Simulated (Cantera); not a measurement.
An adiabatic, constant-volume homogeneous reactor starts with 12.4 % CH4, 3.36 % H2, 17.7 % O2, 66.5 % N2, equivalence ratio 1.5, at 1675 K and 5.40 bar.

Model: GRI-Mech 3.0 (53 species, 325 reactions), integrated in Cantera. Above 3000 K some thermodynamic fits are extrapolated.

**Question.** Predict: time of steepest temperature rise; temperature at 0.200 s; equilibrium temperature; x(H2) at 0.200 s; x(O2) at 0.200 s; x(CO) at 0.200 s.

**Answer.** 
```json
{
  "time_of_steepest_temperature_rise": "36.4 µs",
  "temperature at 0.200 s": "3128 K",
  "equilibrium_temperature": "3128 K",
  "x(H2) at 0.200 s": "0.0797 (gas-phase equilibrium 0.0797)",
  "x(O2) at 0.200 s": "0.00170 (gas-phase equilibrium 0.00170)",
  "x(CO) at 0.200 s": "0.0897 (gas-phase equilibrium 0.0897)"
}
```
